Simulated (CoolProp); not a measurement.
Vapour-liquid equilibrium of R143a (1) + dimethyl ether (2) at 41.75 °C; x and y are mole fractions of (1).

Model: multi-fluid Helmholtz-energy mixture model, Lemmon and Jacobsen 2000 and Wu 2011; pair parameters Bell 2016, in CoolProp.

```tsv
x	bubble pressure (MPa)	y at the bubble point	dew pressure at overall composition x (MPa)	liquid density (mol/L)
0.05	0.9851	0.092	[?]	13.56
0.125	1.064	0.212	1.006	[?]
0.2	1.141	0.315	1.056	13.02
0.275	1.216	0.405	1.110	12.75
0.35	1.290	0.485	1.170	12.48
0.425	1.362	[?]	1.234	12.22
0.5	1.433	0.626	1.303	11.95
0.575	1.504	0.688	1.379	11.68
0.65	1.574	0.748	1.460	11.41
0.725	1.645	0.804	1.547	11.14
0.8	1.716	0.859	1.640	10.87
0.875	1.787	0.912	1.737	10.59
0.95	1.860	0.965	1.839	10.32
```

Task: Some entries are withheld; supply them.

Result: 
- 0.05, dew pressure at overall composition x (MPa): 0.9596
- 0.125, liquid density (mol/L): 13.29
- 0.425, y at the bubble point: 0.558

No azeotrope shows between x = 0.05 and 0.95.

The pair parameters rest on a limited set of measurements; away from them the model extrapolates.
